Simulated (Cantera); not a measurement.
Input (Python, Cantera) and output of one run.

```python
import numpy as np
import cantera as ct

gas_names = """
    N NO NO2 NO3 N2 N2O O O2 O3 Si SiN SiO SiO2 Si2 Si2N Si3
""".split()
cond_names = """
    Si(cr) Si(L) SiO2(Lqz) SiO2(hqz) SiO2(L) Si2N2O(s) Si3N4(a)
""".split()


# ... load() reads the species with a 1 bar reference pressure and builds the phases ...
atoms = {
    'Si': {'Si': 1},
    'O2': {'O': 2},
    'N2': {'N': 2},
}
top_T = {'Si2N2O(s)': 2100, 'Si3N4(a)': 2400}  # K; cautious upper limits of use, not melting points


# ... equilibrate(T, P, feed) seeds the gas with the atoms and calls Mixture.equilibrate('TP', solver="vcs", rtol=1e-11, max_steps=5000) ...
results = []
feed = {'Si': 1, 'O2': 0.023, 'N2': 9.8}  # mol
P = 101325  # Pa
for T in [973, 1173, 1373, 1573, 1773, 1973, 2173]:
    mix = equilibrate(T, P, feed)
    results.append((T, P, feed, dict(zip(mix.species_names, mix.species_moles))))

top = {s: max(r[3][s] / sum(r[3][g] for g in gas_names) for r in results) for s in gas_names}
cols = sorted((s for s in top if top[s] > 1e-06), key=lambda s: -top[s])[:6]
seen = [c for c in cond_names if any(r[3].get(c, 0) > 1e-12 for r in results)]
print("log10 of partial pressures in bar; condensed amounts in mol")
print(f"{'T/K':>10s}" + "".join(f"{s[:9]:>10s}" for s in cols + seen))
for T, P, feed, n in results:
    ng = sum(n[g] for g in gas_names)
    print(f"{T:10.4g}" + "".join(f"{np.log10(max(n[s] / ng * P / 1e5, 1e-99)):10.3f}" for s in cols)
          + "".join(f"{n.get(c, 0):10.4g}" for c in seen))
```

Output:

```
log10 of partial pressures in bar; condensed amounts in mol
       T/K        N2       SiO        Si      Si2N       SiN       Si2     Si(L) Si2N2O(s)  Si3N4(a)
       973     0.006   -18.505   -23.956   -30.168   -22.342   -36.953         0     0.046    0.3027
      1173     0.006   -13.144   -17.587   -22.033   -16.702   -27.069         0     0.046    0.3027
      1373     0.006    -9.370   -13.090   -16.297   -12.722   -20.093         0     0.046    0.3027
      1573     0.006    -6.574    -9.750   -12.045    -9.767   -14.918         0     0.046    0.3027
      1773     0.006    -4.424    -7.175    -8.775    -7.491   -10.933         0   0.04566    0.3028
      1973     0.005    -2.722    -5.131    -6.185    -5.685    -7.774         0   0.02882    0.3084
      2173     0.004    -2.325    -3.548    -4.243    -4.296    -5.367    0.9495         0         0
```

Method: chemical equilibrium by Gibbs-energy minimisation in Cantera with the NASA 1993 tables (ideal gas, pure condensed phases). N2 is the only nitrogen source here; it is nearly inert below about 1500 K, so the nitride shown seldom forms there in practice. Mutual solubility and eutectic melting of coexisting phases are not modelled. The tables' values for SiN are old estimates; treat these amounts as uncertain.
